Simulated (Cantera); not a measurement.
An isothermal, constant-pressure homogeneous reactor starts with 13.0 % H2, 87.0 % O2, equivalence ratio 0.075, at 1100 K and 0.0263 atm.

Detailed kinetics in Cantera: the H2/O2 subset of GRI-Mech 3.0, which has no nitrogen chemistry. Radical loss at walls, strong at low pressure, is not modelled. The temperature is held fixed by assumption; the heat of reaction is taken as removed at once.

x: mole fraction; the columns are a selection and need not sum to one.

| t (s) | x H2 | x O2 | x H2O2 | x O | x H |
|---|---|---|---|---|---|
| 4.00e-6 | 0.130 | 0.870 | <1e-12 | 5.08e-12 | 1.01e-10 |
| 1.87e-5 | 0.130 | 0.870 | <1e-12 | 9.64e-11 | 4.32e-10 |
| 8.75e-5 | 0.130 | 0.870 | <1e-12 | 1.79e-9 | 2.68e-9 |
| 0.000409 | 0.130 | 0.870 | 2.29e-11 | 4.58e-7 | 5.39e-7 |
| 0.00191 | 0.00544 | 0.808 | ___ | 0.0401 | 0.0320 |
| 0.00894 | 0.000681 | 0.854 | ___ | 0.00573 | 0.00143 |
| 0.0418 | 2.66e-5 | 0.860 | ___ | 0.000232 | 1.12e-5 |
| 0.196 | 1.56e-6 | 0.860 | ___ | 1.55e-5 | 1.95e-7 |
| 0.915 | 1.71e-7 | 0.860 | ___ | 1.89e-6 | 8.26e-9 |
| 4.28 | 2.69e-8 | 0.860 | ___ | 3.11e-7 | 5.52e-10 |
| 20.0 | 5.11e-9 | 0.860 | 7.10e-10 | 6.04e-8 | 4.72e-11 |

Task: What belongs in the gaps?

Result: 
- 0.00191, x H2O2: 5.15e-7
- 0.00894, x H2O2: 5.60e-7
- 0.0418, x H2O2: 2.43e-7
- 0.196, x H2O2: 5.96e-8
- 0.915, x H2O2: 1.38e-8
- 4.28, x H2O2: 3.12e-9
